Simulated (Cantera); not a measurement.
What does this Cantera script print?

```python
import numpy as np
import cantera as ct

gas_names = """
    CL CL2 N N2 Si SiCL SiCL2 SiCL3 SiCL4 SiN Si2 Si2N Si3
""".split()
cond_names = """
    Si(cr) Si(L) Si3N4(a)
""".split()


# ... load() reads the species with a 1 bar reference pressure and builds the phases ...
atoms = {
    'SiCl4': {'Si': 1, 'CL': 4},
    'Cl2': {'CL': 2},
    'N2': {'N': 2},
}
top_T = {'Si3N4(a)': 2400}  # K; cautious upper limits of use, not melting points


# ... equilibrate(T, P, feed) seeds the gas with the atoms and calls Mixture.equilibrate('TP', solver="vcs", rtol=1e-11, max_steps=5000) ...
results = []
feed = {'SiCl4': 1, 'Cl2': 0.0049, 'N2': 3.9}  # mol
P = 1300  # Pa
for T in [948, 998, 1048, 1098, 1148, 1198, 1248, 1298, 1348, 1398, 1448, 1498, 1548, 1598]:
    mix = equilibrate(T, P, feed)
    results.append((T, P, feed, dict(zip(mix.species_names, mix.species_moles))))
    x = sorted(zip(gas.X, gas.species_names), reverse=True)
    print(f"T = {T:g} K  P = {P:g} Pa  gas = {mix.phase_moles(0):.4g} mol")
    print("   x: " + "  ".join(f"{s} {v:.3e}" for v, s in x if v > 0.001))
    print("   condensed (mol): " + ("  ".join(f"{mix.phase(i).name} {mix.phase_moles(i):.4g}"
          for i in range(1, mix.n_phases) if mix.phase_moles(i) > 1e-12) or "none"))
```

Output:

```
T = 948 K  P = 1300 Pa  gas = 4.905 mol
   x: N2 7.951e-01  SiCL4 2.039e-01
   condensed (mol): none
T = 998 K  P = 1300 Pa  gas = 4.905 mol
   x: N2 7.951e-01  SiCL4 2.039e-01
   condensed (mol): none
T = 1048 K  P = 1300 Pa  gas = 4.905 mol
   x: N2 7.950e-01  SiCL4 2.039e-01
   condensed (mol): none
T = 1098 K  P = 1300 Pa  gas = 4.906 mol
   x: N2 7.950e-01  SiCL4 2.038e-01
   condensed (mol): none
T = 1148 K  P = 1300 Pa  gas = 4.906 mol
   x: N2 7.949e-01  SiCL4 2.038e-01
   condensed (mol): none
T = 1198 K  P = 1300 Pa  gas = 4.907 mol
   x: N2 7.947e-01  SiCL4 2.038e-01
   condensed (mol): none
T = 1248 K  P = 1300 Pa  gas = 4.908 mol
   x: N2 7.946e-01  SiCL4 2.037e-01  CL 1.293e-03
   condensed (mol): none
T = 1298 K  P = 1300 Pa  gas = 4.909 mol
   x: N2 7.944e-01  SiCL4 2.036e-01  CL 1.649e-03
   condensed (mol): none
T = 1348 K  P = 1300 Pa  gas = 4.911 mol
   x: N2 7.941e-01  SiCL4 2.032e-01  CL 2.074e-03
   condensed (mol): none
T = 1398 K  P = 1300 Pa  gas = 4.914 mol
   x: N2 7.936e-01  SiCL4 2.025e-01  CL 2.789e-03  SiCL3 1.010e-03
   condensed (mol): none
T = 1448 K  P = 1300 Pa  gas = 4.921 mol
   x: N2 7.926e-01  SiCL4 2.009e-01  CL 4.093e-03  SiCL3 2.190e-03
   condensed (mol): none
T = 1498 K  P = 1300 Pa  gas = 4.932 mol
   x: N2 7.907e-01  SiCL4 1.983e-01  CL 6.352e-03  SiCL3 4.132e-03
   condensed (mol): none
T = 1548 K  P = 1300 Pa  gas = 4.951 mol
   x: N2 7.877e-01  SiCL4 1.942e-01  CL 1.006e-02  SiCL3 7.059e-03
   condensed (mol): none
T = 1598 K  P = 1300 Pa  gas = 4.981 mol
   x: N2 7.830e-01  SiCL4 1.879e-01  CL 1.591e-02  SiCL3 1.120e-02  SiCL2 1.652e-03
   condensed (mol): none
```

Cantera equilibrium calculation (NASA polynomials, part measured and part estimated; ideal gas, pure solids and liquids). The tables' values for SiCl3 are old estimates; treat these amounts as uncertain.
